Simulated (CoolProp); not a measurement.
Methanol at 565.93 K and 0.316 MPa is throttled through a valve to 0.205 MPa with no heat exchange. Each further row changes one setting.

Model: reference Helmholtz-energy equation of state, de Reuck 1993, in CoolProp.

```tsv
case	temperature change (K)	final density (kg/m³)
as stated	-0.7	1.41
outlet pressure 0.0615 MPa	-1.6	0.421
outlet pressure 0.267 MPa	-0.3	1.83
```
